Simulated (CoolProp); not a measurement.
A simple Rankine cycle with n-perfluoropentane: condensing at 328.15 K, boiler at 0.69 MPa, turbine inlet 383.3 K, turbine efficiency 0.75, pump efficiency 0.8, no recuperator. Each further row changes one setting.

Model: reference Helmholtz-energy equation of state, Gao 2022, in CoolProp.

```tsv
case	thermal efficiency (%)	net work (kJ/kg)	heat in (kJ/kg)	turbine exit temperature (K)	volume ratio over the turbine
as stated	5.7	7.23	127	?	3.22
turbine inlet 403.3 K	5.3	7.85	147	390.1	3.12
condensing temperature 320.15 K	6.7	?	?	366.8	4.16
boiler pressure 0.483 MPa	?	5.06	130	374.8	2.12
turbine efficiency 0.65	4.9	6.22	127	370.5	3.23
```

Problem. Complete the blanks.

Solution. 
- as stated, turbine exit temperature (K): 369.4
- condensing temperature 320.15 K, net work (kJ/kg): 9.04
- condensing temperature 320.15 K, heat in (kJ/kg): 136
- boiler pressure 0.483 MPa, thermal efficiency (%): 3.9
